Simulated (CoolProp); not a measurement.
Saturation properties of ammonia (Tc = 132.4 °C, pc = 11.36 MPa, ω = 0.256).

Model: reference Helmholtz-energy equation of state, Gao 2020, in CoolProp.

| T (°C) | p (MPa) | vapour density (kg/m³) | surface tension (mN/m) |
|---|---|---|---|
| -43.15 | 0.06035 | 0.5483 | 36.4 |
| -35.15 | ___ | ___ | ___ |
| -27.25 | 0.1362 | ___ | 32.7 |
| -19.35 | 0.1956 | 1.647 | 30.8 |
| -11.45 | 0.2739 | 2.261 | 29.0 |
| -3.45 | 0.3766 | 3.053 | 27.1 |
| 4.45 | ___ | 4.036 | ___ |
| 12.35 | 0.6662 | 5.255 | 23.4 |
| 20.35 | ___ | 6.771 | 21.6 |

Problem. Some entries are withheld; supply them.

Solution. 
- -35.15, p (MPa): 0.09233
- -35.15, vapour density (kg/m³): 0.8159
- -35.15, surface tension (mN/m): 34.5
- -27.25, vapour density (kg/m³): 1.174
- 4.45, p (MPa): 0.5055
- 4.45, surface tension (mN/m): 25.3
- 20.35, p (MPa): 0.8667

It boils at -33.3 °C under 1 atm.

Surface tension comes from a separate correlation (Mulero 2012).
